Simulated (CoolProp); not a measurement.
Vapour-liquid equilibrium of carbon dioxide (1) + propylene (2) at 14.7 bar; x and y are mole fractions of (1).

Computed with CoolProp (multi-fluid Helmholtz-energy mixture model, Span 1996 and Lemmon 2013; pair parameters Bell 2016).

| x | bubble temperature, mixture model (°C) | bubble temperature, Raoult's law (°C) | y, mixture model | y, Raoult's law |
|---|---|---|---|---|
| 0.05 | [?] | 26.5 | 0.214 | 0.226 |
| 0.2 | [?] | 8.6 | [?] | 0.592 |
| 0.35 | -10.0 | -3.1 | 0.750 | 0.765 |
| 0.5 | [?] | -11.6 | 0.828 | 0.862 |
| 0.65 | -21.6 | -18.1 | [?] | 0.922 |
| 0.8 | [?] | -23.4 | 0.925 | 0.963 |
| 0.95 | -28.2 | -27.8 | [?] | 0.992 |

Problem. Complete the blanks.

Solution. 
- 0.05, bubble temperature, mixture model (°C): 24.6
- 0.2, bubble temperature, mixture model (°C): 2.3
- 0.2, y, mixture model: 0.594
- 0.5, bubble temperature, mixture model (°C): -17.0
- 0.65, y, mixture model: 0.879
- 0.8, bubble temperature, mixture model (°C): -25.1
- 0.95, y, mixture model: 0.978

The largest gap from Raoult's law is -6.9 K in bubble temperature, at x = 0.35. No azeotrope shows between x = 0.05 and 0.95.

Pair parameters are fitted to limited data, so mixtures are less certain than the pure fluids.
